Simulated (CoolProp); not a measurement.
Vapour-liquid equilibrium of carbon dioxide (1) + R22 (2) at 0.54 MPa; x and y are mole fractions of (1).

Model: multi-fluid Helmholtz-energy mixture model, Span 1996 and Kamei 1995; pair parameters Bell 2016, in CoolProp.

Give the bubble temperature and the first vapour's composition at x = 0.55, 0.75, 0.95. Is there an azeotrope?

x = 0.55: 231.9 K, y = 0.911; x = 0.75: 224.3 K, y = 0.966; x = 0.95: 218.7 K, y = 0.995. No azeotrope shows between x = 0.05 and 0.95.

Pair parameters are fitted to limited data, so mixtures are less certain than the pure fluids.
